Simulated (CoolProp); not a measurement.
R404A along the isobar 818 kPa: fugacity coefficient from the reference equation and from simpler models built on Tc = 345.3 K, pc = 3735 kPa, ω = 0.293; each cubic takes its own stable root.

Values from CoolProp's reference Helmholtz-energy equation of state, Lemmon 2003. It is a pseudo-pure fit of the blend.

```tsv
T (K)	phase	reference	van der Waals	Redlich-Kwong	Peng-Robinson
272.4	liquid	…	0.8863	0.8561	0.6355
302.2	gas	…	0.9109	0.8924	…
309.7	gas	0.8850	0.9160	…	0.8861
317.2	gas	0.8943	0.9206	…	0.8941
324.6	gas	…	0.9249	0.9121	0.9013
332.1	gas	…	0.9289	0.9176	0.9081
339.5	gas	0.9167	0.9326	0.9227	0.9142
347	gas	0.9229	0.9361	0.9274	0.9199
354.5	gas	0.9285	0.9393	0.9318	0.9252
361.9	gas	0.9335	0.9423	0.9357	0.9301
```

Fill in the missing entries.


- 272.4, reference: 0.6329
- 302.2, reference: 0.8745
- 302.2, Peng-Robinson: 0.8774
- 309.7, Redlich-Kwong: 0.8996
- 317.2, Redlich-Kwong: 0.9061
- 324.6, reference: 0.9025
- 332.1, reference: 0.9100

At some of these states van der Waals, Redlich-Kwong gives the other phase, because its saturation line lies elsewhere.
